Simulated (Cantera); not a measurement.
# Abatement and gas-phase synthesis: S + SO2 + O2 + NH3

Feed: 1 mol S, 0.17 mol SO2, 0.21 mol O2, 0.087 mol NH3, held at 0.133 bar.

Method: chemical equilibrium by Gibbs-energy minimisation in Cantera with the NASA 1993 tables (ideal gas, pure condensed phases). Candidate condensed phases: H2O, H2SO4, S; 60 gas species. Ions and electrons are included (thermal ionisation). The numbers say what is thermodynamically allowed, not how fast it happens.

```csv
T (K),log p S,log p S2,log p SO,log p O,log p SO2,log p H,log p H2O,log p H2,log p N2,log p SH,log p OH,log p O2,log p N
2000,-3.13,-1.27,-2.01,-6.36,-1.37,-3.93,-1.93,-2.28,-2.21,-2.92,-4.58,-6.37,-10.15
2250,-2.53,-1.32,-1.71,-5.11,-1.43,-3.21,-2.04,-2.17,-2.23,-2.68,-3.91,-5.36,-8.76
2500,-2.07,-1.42,-1.50,-4.13,-1.53,-2.67,-2.19,-2.13,-2.25,-2.54,-3.41,-4.57,-7.66
2750,-1.73,-1.58,-1.38,-3.33,-1.68,-2.26,-2.41,-2.18,-2.29,-2.50,-3.06,-3.95,-6.77
3000,-1.51,-1.83,-1.34,-2.66,-1.86,-1.98,-2.72,-2.35,-2.35,-2.60,-2.82,-3.43,-6.03
3250,-1.37,-2.14,-1.38,-2.12,-2.09,-1.82,-3.17,-2.66,-2.41,-2.81,-2.73,-3.03,-5.42
3500,-1.28,-2.46,-1.51,-1.73,-2.48,-1.78,-3.80,-3.10,-2.49,-3.11,-2.81,-2.84,-4.90
3750,-1.22,-2.77,-1.77,-1.51,-3.08,-1.78,-4.56,-3.57,-2.55,-3.43,-3.05,-2.92,-4.45
4000,-1.18,-3.09,-2.10,-1.41,-3.80,-1.80,-5.33,-4.00,-2.59,-3.74,-3.36,-3.17,-4.05
4250,-1.17,-3.39,-2.46,-1.37,-4.55,-1.80,-6.05,-4.37,-2.62,-4.02,-3.68,-3.49,-3.69
4500,-1.16,-3.68,-2.81,-1.36,-5.26,-1.81,-6.71,-4.69,-2.64,-4.28,-3.98,-3.81,-3.37
4750,-1.16,-3.95,-3.13,-1.35,-5.92,-1.81,-7.30,-4.98,-2.68,-4.51,-4.26,-4.11,-3.09
5000,-1.16,-4.19,-3.42,-1.35,-6.52,-1.81,-7.84,-5.24,-2.74,-4.73,-4.51,-4.39,-2.85
```
log p: log10 of the partial pressure in bar; nothing condenses.

From 2000 K to 5000 K nothing is condensed.
